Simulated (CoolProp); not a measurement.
Model: reference Helmholtz-energy equation of state, Lemmon 2005, in CoolProp. It is a short technical equation, of lower accuracy than the large ones.

Give the vapour pressure (MPa), liquid density (kg/m³), vapour density (kg/m³), enthalpy of vaporisation (kJ/kg) of saturated isobutene at 203.4 K.


| T (K) | p (MPa) | liquid density (kg/m³) | vapour density (kg/m³) | enthalpy of vaporisation (kJ/kg) |
|---|---|---|---|---|
| 203.4 | 0.00352 | 694 | 0.117 | 446 |
